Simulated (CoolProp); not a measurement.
Tetradecamethylhexasiloxane (MD4M) at several states: fugacity coefficient from the reference equation and from simpler models built on Tc = 653.2 K, pc = 828.6 kPa, ω = 0.800; each cubic takes its own stable root.

The numbers come from the reference Helmholtz-energy equation of state, Thol 2019 in CoolProp.

| T (K) | p (kPa) | phase | reference | van der Waals | Redlich-Kwong | Soave-Redlich-Kwong |
|---|---|---|---|---|---|---|
| 538.4 | 124 | liquid | [?] | [?] | 0.9128 | 0.8370 |
| 377.9 | 34 | liquid | 0.01194 | [?] | 0.3314 | 0.01350 |
| 403.8 | 16.7 | liquid | 0.09320 | 0.9818 | 0.9742 | 0.09919 |
| 261.6 | 3220 | liquid | 4.224e-9 | [?] | 3.752e-5 | [?] |
| 451.4 | 2580 | liquid | 0.006243 | [?] | [?] | 0.006661 |

Task: Complete the blanks.

Result: 
- 538.4, reference: 0.8144
- 538.4, van der Waals: 0.9299
- 377.9, van der Waals: 0.9572
- 261.6, van der Waals: 0.005300
- 261.6, Soave-Redlich-Kwong: 1.509e-8
- 451.4, van der Waals: 0.1057
- 451.4, Redlich-Kwong: 0.03883

At some of these states van der Waals, Redlich-Kwong gives the other phase, because its saturation line lies elsewhere.
